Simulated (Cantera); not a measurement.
What does this Cantera script print?

```python
import numpy as np
import cantera as ct

gas_names = [...]  # 123 gases of nasa_gas.yaml made of C, H, O, Si
cond_names = """
    C(gr) C6H6(L) C7H8(L) C8H18(L),n-octa H2O(s) H2O(L) Si(cr) Si(L) SiC(b) SiO2(Lqz) SiO2(hqz) SiO2(L)
""".split()


# ... load() reads the species with a 1 bar reference pressure and builds the phases ...
atoms = {
    'Si2H6': {'Si': 2, 'H': 6},
    'CO2': {'C': 1, 'O': 2},
    'H2': {'H': 2},
}
top_T = {'C(gr)': 4500, 'SiC(b)': 3050}  # K; cautious upper limits of use, not melting points


# ... equilibrate(T, P, feed) seeds the gas with the atoms and calls Mixture.equilibrate('TP', solver="vcs", rtol=1e-11, max_steps=5000) ...
results = []
T = 1523  # K
P = 61  # Pa
for m in [1.1, 4.5, 7.9, 11, 15, 18, 21]:
    feed = {'Si2H6': 1, 'CO2': m, 'H2': 9.2}  # mol
    mix = equilibrate(T, P, feed)
    results.append((T, P, feed, dict(zip(mix.species_names, mix.species_moles))))

top = {s: max(r[3][s] / sum(r[3][g] for g in gas_names) for r in results) for s in gas_names}
cols = sorted((s for s in top if top[s] > 0.0001), key=lambda s: -top[s])[:6]
seen = [c for c in cond_names if any(r[3].get(c, 0) > 1e-12 for r in results)]
print("log10 of partial pressures in bar; condensed amounts in mol")
print(f"{'n(CO2)':>10s}" + "".join(f"{s[:9]:>10s}" for s in cols + seen))
for T, P, feed, n in results:
    ng = sum(n[g] for g in gas_names)
    print(f"{feed['CO2']:10.4g}" + "".join(f"{np.log10(max(n[s] / ng * P / 1e5, 1e-99)):10.3f}" for s in cols)
          + "".join(f"{n.get(c, 0):10.4g}" for c in seen))
```

Output:

```
log10 of partial pressures in bar; condensed amounts in mol
    n(CO2)        H2        CO       CO2       H2O       SiO         H    SiC(b) SiO2(hqz)
       1.1    -3.287    -4.560   -10.863    -9.161    -4.183    -6.280    0.4499         0
       4.5    -3.367    -3.790    -5.645    -4.794    -7.055    -6.320         0     1.998
       7.9    -3.556    -3.671    -4.580    -4.036    -8.001    -6.414         0         2
        11    -3.714    -3.634    -4.245    -3.896    -8.299    -6.493         0         2
        15    -3.895    -3.628    -3.997    -3.836    -8.541    -6.584         0         2
        18    -4.015    -3.637    -3.876    -3.825    -8.672    -6.644         0         2
        21    -4.123    -3.653    -3.786    -3.828    -8.777    -6.698         0         2
```

Equilibrium computed with Cantera from the NASA thermochemical tables; the gas is ideal and each condensed phase is pure. The feed counts by its element totals alone. The tables hold silica as quartz up to 1696 K and as liquid above; real silica turns to tridymite and cristobalite and melts near 1996 K.
